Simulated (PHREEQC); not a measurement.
PHREEQC input (ion-association model, wateq4f.dat):

```
SOLUTION_MASTER_SPECIES
  An  An-  0  An  62.0  # stands for a non-complexing anion
SOLUTION_SPECIES
  An- = An-
    -log_k 0
    -gamma 3.0 0
PHASES
  Fix_H+
    H+ = H+
    -log_k 0
SOLUTION 1
  temp 25
  units mmol/kgw
  pH 7 charge
  Na 50
  An 50
END
SELECTED_OUTPUT 1
  -reset false
  -pH true
  -pe true
  -ionic_strength true
  -water true
  -totals Na
  -molalities Hfo_wOH Hfo_wOH2+ Hfo_wO- Hfo_sOH Hfo_sOH2+ Hfo_sO-
USER_PUNCH 1
  -headings sigma psi
  10 PUNCH EDL("sigma", "Hfo"), EDL("psi", "Hfo")
PRINT
  -reset false
USE solution 1
SURFACE 1
  Hfo_wOH 2.47191e-05 600 0.011
  Hfo_sOH 6.17978e-07
EQUILIBRIUM_PHASES 1
  Fix_H+ -4 HAn 10
    -force_equality true
  O2(g) -0.68 10
END
# ... the last block is repeated for the other 12 points of pH, with NaOH or the acid as the point needs
```

Selected output (columns that matter, 13 of 13 rows; pH added in front):

```
pH	mu	Na	m_Hfo_wOH	m_Hfo_wOH2+	m_Hfo_wO-	m_Hfo_sOH	m_Hfo_sOH2+	m_Hfo_sO-	sigma	psi
4	0.050127	0.05	5.0572e-06	1.9632e-05	2.9844e-08	1.2643e-07	4.908e-07	7.4609e-10	0.29375	0.15978
4.5	0.050045	0.05	8.6082e-06	1.6005e-05	1.0607e-07	2.1521e-07	4.0012e-07	2.6516e-09	0.23825	0.14911
5	0.050018	0.05	1.2118e-05	1.2329e-05	2.7284e-07	3.0294e-07	3.0822e-07	6.821e-09	0.18067	0.13502
5.5	0.050008	0.05	1.4945e-05	9.2191e-06	5.5502e-07	3.7363e-07	2.3048e-07	1.3875e-08	0.12984	0.1183
6	0.050004	0.05	1.689e-05	6.8795e-06	9.4991e-07	4.2224e-07	1.7199e-07	2.3748e-08	0.08886	0.099386
6.5	0.050002	0.05	1.8044e-05	5.256e-06	1.4191e-06	4.511e-07	1.314e-07	3.5477e-08	0.057499	0.078422
7	0.050001	0.05	1.8634e-05	4.1837e-06	1.9013e-06	4.6585e-07	1.0459e-07	4.7533e-08	0.034204	0.055532
7.5	0.050001	0.05	1.8891e-05	3.4761e-06	2.3519e-06	4.7228e-07	8.6902e-08	5.8799e-08	0.016846	0.031067
8	0.050001	0.050001	1.8973e-05	2.9696e-06	2.7769e-06	4.7432e-07	7.424e-08	6.9422e-08	0.002888	0.0056452
8.5	0.050004	0.050005	1.8943e-05	2.5396e-06	3.2368e-06	4.7357e-07	6.3491e-08	8.0919e-08	-0.010447	-0.019955
9	0.050013	0.050014	1.8777e-05	2.1044e-06	3.838e-06	4.6942e-07	5.261e-08	9.5951e-08	-0.02598	-0.04493
9.5	0.050041	0.050042	1.8358e-05	1.6329e-06	4.7281e-06	4.5895e-07	4.0823e-08	1.182e-07	-0.046384	-0.06857
10	0.050126	0.050128	1.7481e-05	1.1497e-06	6.0887e-06	4.3702e-07	2.8743e-08	1.5222e-07	-0.074015	-0.090392
```

Species that the database lacks are ignored.
